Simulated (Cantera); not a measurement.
A closed system holds: 1 mol MgO, 7.7 mol C, 4.2 mol H₂, 0.9 mol CH₄, held at 0.100 bar.

Equilibrium computed with Cantera from the NASA thermochemical tables; the gas is ideal and each condensed phase is pure. Candidate condensed phases: C, C₆H₆, C₇H₈, C₈H₁₈, H₂O, Mg, MgCO₃, MgO, Mg(OH)₂; 116 gas species. Rates play no part. All values below are at 952 °C.

Base state: H₂ 0.999, CH₄ 0.00131, CO 2.83e-5, Mg 2.83e-5 (mole fractions); condensed: C(graphite) + MgO(s).

Q: What changes in the equilibrium state with this change: MgO replaced by Cu₂O?

A: 
| species | before | after |
|---|---|---|
| H₂ | 0.999 | 0.856 |
| CO | 2.83e-5 | 0.143 |
| CH₄ | 0.00131 | 0.000962 |
| Mg | 2.83e-5 | 0 |
| CO₂ | <1e-9 | 2.73e-5 |
| H₂O | 5.55e-8 | 0.000240 |
| C(graphite), mol | 8.59 | 7.60 |
| MgO(s), mol | 1.000 | 0 |
| Cu(s), mol | 0 | 2.00 |
Further candidate phases: Cu, CuO, Cu(OH)₂, Cu₂O.
